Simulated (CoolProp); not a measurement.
A simple Rankine cycle with neopentane: condensing at 317.15 K, boiler at 1.12 MPa, turbine inlet 413.3 K, turbine efficiency 0.75, pump efficiency 0.6, no recuperator. Each further row changes one setting.

Model: reference Helmholtz-energy equation of state, Lemmon 2006, in CoolProp. It is a short technical equation, of lower accuracy than the large ones.

| case | thermal efficiency (%) | net work (kJ/kg) | heat in (kJ/kg) | turbine exit temperature (K) | volume ratio over the turbine |
|---|---|---|---|---|---|
| as stated | ___ | ___ | 464 | 386.4 | ___ |
| turbine inlet 433.3 K | 8.0 | 41.0 | ___ | 407.2 | 3.85 |
| condensing temperature 309.15 K | 9.4 | ___ | 483 | 382.4 | 4.91 |
| boiler pressure 0.784 MPa | 6.2 | 29.3 | 473 | 394.8 | 2.65 |
| turbine efficiency 0.65 | 7.1 | ___ | 464 | 388.9 | ___ |

What belongs in the gaps?


- as stated, thermal efficiency (%): 8.2
- as stated, net work (kJ/kg): 38.2
- as stated, volume ratio over the turbine: 3.91
- turbine inlet 433.3 K, heat in (kJ/kg): 513
- condensing temperature 309.15 K, net work (kJ/kg): 45.2
- turbine efficiency 0.65, net work (kJ/kg): 32.8
- turbine efficiency 0.65, volume ratio over the turbine: 3.94
